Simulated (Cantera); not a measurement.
Source: NASA polynomial tables (part measured, part estimated), evaluated in Cantera. Values are per mole of reaction as written; species without (g) are pure solids or liquids, kept so even where they would boil at 1 bar.

**Question.** Between 375 and 975 K, where is each reaction favourable under standard conditions?
- I2(g) + Mg(g) = MgI2

**Answer.** 
- I2(g) + Mg(g) = MgI2: ΔG° is -472 kJ at 375 K and -316 kJ at 975 K; it stays negative (K > 1). ΔH° is -530 kJ and ΔS° -219 J/K at 975 K.
